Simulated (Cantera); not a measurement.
A closed system holds: 1 mol Pb, 0.13 mol O2, 27 mol H2, 0.17 mol CO, at 1.33 mbar.

Equilibrium computed with Cantera from the NASA thermochemical tables; the gas is ideal and each condensed phase is pure. Candidate condensed phases: C, C6H6, C7H8, C8H18, H2O, Pb, PbO, PbO2, Pb3O4; 113 gas species. Equilibrium is a limit: real reactors are often held back by kinetics, nucleation or transport.

Question: Which condensed phases are stable at each of these points (T (K)): 848, 948, 1048, 1148, 1248, 1348, 1448, 1548, 1648, 1748, 1848?

Answer: 
```tsv
T (K)	condensed phases	Pb condensed (%)
848	Pb(l)	99.4
948	Pb(l)	90.2
1048	Pb(l)	5.8
1148	gas only	0.0
1248	gas only	0.0
1348	gas only	0.0
1448	gas only	0.0
1548	gas only	0.0
1648	gas only	0.0
1748	gas only	0.0
1848	gas only	0.0
```

From 848 K to 1048 K the condensed part is Pb(l). From 1148 K to 1848 K nothing is condensed.
